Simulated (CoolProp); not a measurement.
The numbers come from the reference Helmholtz-energy equation of state, McLinden 2020 in CoolProp.

Task: For R1336mzz(Z), give the phase and the density (kg/m³), isothermal compressibility (1/MPa), expansivity (1/kK), fugacity coefficient at 175.35 °C and 1.44 MPa; 192.45 °C and 1.44 MPa; 226.85 °C and 1.44 MPa.

Result: 
- 175.35 °C and 1.44 MPa: gas; density 78.7, isothermal compressibility 0.892, expansivity 4.74, fugacity coefficient 0.834
- 192.45 °C and 1.44 MPa: gas; density 73.1, isothermal compressibility 0.848, expansivity 4.03, fugacity coefficient 0.855
- 226.85 °C and 1.44 MPa: gas; density 64.6, isothermal compressibility 0.796, expansivity 3.19, fugacity coefficient 0.890
